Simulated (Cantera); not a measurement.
What does this Cantera script print?

```python
import numpy as np
import cantera as ct

gas_names = """
    C CN CO CO2 C2 CCN CNC C2N2 C2O C3 C3O2 C4 C4N2 C5 Fe FeC5O5 FeO N NCO NO NO2 NO3 N2 N2O O O2 O3
""".split()
cond_names = """
    C(gr) Fe(a) Fe(c) Fe(d) Fe(L) FeC5O5(L) FeO(s) FeO(L) Fe2O3(s) Fe3O4(s)
""".split()


# ... load() reads the species with a 1 bar reference pressure and builds the phases ...
atoms = {
    'Fe3O4': {'Fe': 3, 'O': 4},
    'CO': {'C': 1, 'O': 1},
    'N2': {'N': 2},
}
top_T = {'C(gr)': 4500, 'Fe2O3(s)': 1830, 'Fe3O4(s)': 1870}  # K; cautious upper limits of use, not melting points


# ... equilibrate(T, P, feed) seeds the gas with the atoms and calls Mixture.equilibrate('TP', solver="vcs", rtol=1e-11, max_steps=5000) ...
results = []
feed = {'Fe3O4': 1, 'CO': 7.9, 'N2': 3.9}  # mol
P = 740000  # Pa
for T in [1150, 1300, 1450, 1600, 1750, 1900, 2050]:
    mix = equilibrate(T, P, feed)
    results.append((T, P, feed, dict(zip(mix.species_names, mix.species_moles))))

top = {s: max(r[3][s] / sum(r[3][g] for g in gas_names) for r in results) for s in gas_names}
cols = sorted((s for s in top if top[s] > 0.0001), key=lambda s: -top[s])[:8]
seen = [c for c in cond_names if any(r[3].get(c, 0) > 1e-12 for r in results)]
print("log10 of partial pressures in bar; condensed amounts in mol")
print(f"{'T/K':>10s}" + "".join(f"{s[:9]:>10s}" for s in cols + seen))
for T, P, feed, n in results:
    ng = sum(n[g] for g in gas_names)
    print(f"{T:10.4g}" + "".join(f"{np.log10(max(n[s] / ng * P / 1e5, 1e-99)):10.3f}" for s in cols)
          + "".join(f"{n.get(c, 0):10.4g}" for c in seen))
```

Output:

```
log10 of partial pressures in bar; condensed amounts in mol
       T/K        CO        N2       CO2     Fe(a)     Fe(c)    FeO(s)    FeO(L)
      1150     0.612     0.388    -0.063    0.3799         0      2.62         0
      1300     0.621     0.388    -0.110         0    0.2387     2.761         0
      1450     0.628     0.388    -0.149         0    0.1307     2.869         0
      1600     0.633     0.388    -0.184         0   0.04456     2.955         0
      1750     0.636     0.388    -0.203         0         0         0         3
      1900     0.636     0.388    -0.203         0         0         0         3
      2050     0.636     0.388    -0.202         0         0         0     2.999
```

Equilibrium computed with Cantera from the NASA thermochemical tables; the gas is ideal and each condensed phase is pure. Mutual solubility and eutectic melting of coexisting phases are not modelled. The tables' stoichiometric FeO is somewhat more stable than real wüstite, so its field is too wide. FeO: taken at fixed stoichiometry.
